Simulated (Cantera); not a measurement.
**Low-pressure radical oxidation in H2/O2**

An isothermal, constant-pressure homogeneous reactor starts with H₂ : O₂ : N₂ = 0.015 : 1 : 2.2 (molar parts), at 1098 K and 29.3 Torr.

Cantera simulation using the H2/O2 subset of GRI-Mech 3.0, which has no nitrogen chemistry; the numbers are that mechanism's predictions, not measurements. Radical loss at walls, strong at low pressure, is not modelled.

| t (s) | x H₂ | x O₂ | x OH | x H₂O₂ | x O | x HO₂ |
|---|---|---|---|---|---|---|
| 7.00e-5 | 0.00467 | 0.311 | 1.08e-11 | <1e-12 | 1.14e-11 | 3.33e-11 |
| 0.000168 | 0.00467 | 0.311 | 4.37e-11 | <1e-12 | 4.92e-11 | 8.01e-11 |
| 0.000402 | 0.00467 | 0.311 | 1.55e-10 | <1e-12 | 2.00e-10 | 1.94e-10 |
| 0.000963 | 0.00467 | 0.311 | 6.73e-10 | <1e-12 | 1.02e-9 | 4.77e-10 |
| 0.00231 | 0.00467 | 0.311 | 8.27e-9 | <1e-12 | 1.36e-8 | 1.42e-9 |
| 0.00553 | 0.00466 | 0.311 | 2.25e-6 | 2.92e-11 | 3.72e-6 | 9.52e-8 |
| 0.0132 | 0.000250 | 0.308 | 0.000420 | 8.11e-8 | 0.00257 | 2.46e-6 |
| 0.0317 | 1.88e-5 | 0.308 | 0.000174 | 2.52e-8 | 0.00161 | 1.36e-6 |
| 0.0760 | 6.90e-6 | 0.309 | 0.000106 | 2.22e-8 | 0.000614 | 8.59e-7 |
| 0.182 | 1.79e-6 | 0.309 | 5.46e-5 | 1.64e-8 | 0.000165 | 4.24e-7 |
| 0.436 | 3.76e-7 | 0.309 | 2.58e-5 | 8.72e-9 | 3.65e-5 | 1.64e-7 |
| 1.05 | 7.67e-8 | 0.309 | 1.21e-5 | 3.22e-9 | 7.89e-6 | 5.29e-8 |
| 2.50 | 1.73e-8 | 0.309 | 5.93e-6 | 9.96e-10 | 1.88e-6 | 1.59e-8 |
| 6.00 | 4.52e-9 | 0.309 | 3.11e-6 | 3.08e-10 | 5.17e-7 | 4.95e-9 |
x: mole fraction; the columns are a selection and need not sum to one.

Equilibrium at this temperature and pressure: H₂ 5.37e-11, O₂ 0.309, OH 3.54e-7, H₂O₂ 4.54e-12, O 6.73e-9, HO₂ 4.99e-10 (gas phase only).
